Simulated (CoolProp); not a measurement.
A simple Rankine cycle with hexamethyldisiloxane (MM): condensing at 315.15 K, boiler at 0.175 MPa, turbine inlet 433.7 K, turbine efficiency 0.75, pump efficiency 0.6, no recuperator. Each further row changes one setting.

Computed with CoolProp (reference Helmholtz-energy equation of state, Thol 2016).

| case | thermal efficiency (%) | net work (kJ/kg) | heat in (kJ/kg) | turbine exit temperature (K) | volume ratio over the turbine |
|---|---|---|---|---|---|
| as stated | 9.8 | 40.9 | 417 | ___ | 14.0 |
| turbine inlet 453.7 K | 9.5 | ___ | 455 | 428.3 | 13.9 |
| condensing temperature 307.15 K | 10.7 | 46.4 | 432 | 405.3 | ___ |
| boiler pressure 0.122 MPa | 8.6 | 35.8 | 419 | ___ | 9.68 |
| turbine efficiency 0.65 | 8.5 | 35.4 | 417 | 411.6 | 14.2 |

Q: Some entries are withheld; supply them.

A: 
- as stated, turbine exit temperature (K): 408.5
- turbine inlet 453.7 K, net work (kJ/kg): 43.0
- condensing temperature 307.15 K, volume ratio over the turbine: 20.1
- boiler pressure 0.122 MPa, turbine exit temperature (K): 412.3
